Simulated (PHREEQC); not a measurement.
MgCl2 is added in steps, without added water, to 1 kg of water holding 0.015 mol NiCl2, 0.00031 mol KCl and 0.0023 mol H2SO4, at 35 °C. Oxygen is held at 0.21 atm. The system is closed to CO2. The run lets Brucite, Ni(OH)2, Ni4(OH)6SO4, Epsomite, Morenosite precipitate or redissolve, and no other solid.

Base run: PHREEQC, ion-association model, wateq4f.dat. Each further column changes one thing. The table gives pH.

```
MgCl2 added (mol)  base  KCl from 0.00031 to 0.000279 mol/kgw  NiCl2 replaced by FeCl3 at the same molality  temperature from 35 to 80 °C  no solid may form
-----------------  ----  ------------------------------------  --------------------------------------------  ----------------------------  -----------------
0                  2.44                                  2.44                                          2.03                          2.48               2.44
0.007031           2.44                                  2.44                                          2.05                          2.47               2.44
0.01266            2.44                                  2.44                                          2.06                          2.47               2.44
0.01969            2.44                                  2.44                                          2.07                          2.47               2.44
0.02531            2.44                                  2.44                                          2.08                          2.47               2.44
0.03234            2.45                                  2.45                                          2.09                          2.47               2.45
0.03797            2.45                                  2.45                                          2.09                          2.47               2.45
0.045              2.45                                  2.45                                          2.10                          2.47               2.45
```

 Away from 25 °C the constants follow the database's enthalpies or fits; those with neither stay at their 25 °C values. Solids allowed in the column 'NiCl2 replaced by FeCl3 at the same molality': Brucite, Fe(OH)3(a), Jarosite-K, Epsomite.
